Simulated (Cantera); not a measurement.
A closed system holds: 1 mol TiCl4, 0.39 mol H2O, equilibrated at 1923 K and 0.0133 bar.

These are equilibrium values from Cantera (NASA tables, ideal gas, pure condensed phases), not measurements of a reactor. Candidate condensed phases: H2O, Ti, TiCl2, TiCl3, TiCl4, TiO, TiO2, Ti2O3, Ti3O5, Ti4O7; 23 gas species. The tables' values for TiCl2 are old estimates; treat these amounts as uncertain. Rates play no part.

Base state: HCl 0.398, TiCl4 0.221, TiCl3 0.184, Cl 0.184, TiOCl2 0.0106, Cl2 0.00152, TiCl2 0.00116, H2 0.000177 (mole fractions); condensed: TiO2(rutile).

What changes in the equilibrium state with this change: pressure from 0.0133 bar to 0.180 bar?


| species | before | after |
|---|---|---|
| HCl | 0.398 | 0.457 |
| TiCl4 | 0.221 | 0.401 |
| TiCl3 | 0.184 | 0.0697 |
| Cl | 0.184 | 0.0650 |
| TiOCl2 | 0.0106 | 0.00389 |
| TiCl2 | 0.00116 | 9.24e-5 |
| H | 0.000109 | 2.61e-5 |
| H2O | 4.77e-5 | 0.000172 |
| TiO2(rutile), mol | 0.185 | 0.192 |
